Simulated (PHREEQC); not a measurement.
A made-up water analysis in mg/kgw, 72 °C, pH 2.71, pe 8.4:

```tsv
constituent	mg/kgw
Na	1550
K	402
Ca	60.7
Mg	148
Cl	1060
S(6) as SO4	3330
Al	2.66
Sr	6.47
Zn	3.45
Cd	3.31
```

Valence states are taken as typed.

The numbers come from PHREEQC with the ion-association model, wateq4f.dat.

This is a speciation only: nothing precipitates in the calculation.

Q: Order these S species by the share of S that they hold, largest first: HSO4-, SO4-2, KSO4-, NaSO4-, MgSO4.

A: SO4-2 (60 %), HSO4- (16 %), MgSO4 (11 %), NaSO4- (8.3 %), KSO4- (2.6 %)

The pH is 2.71 and the ionic strength 0.106 mol/kgw. Constants without temperature data keep their 25 °C values here.
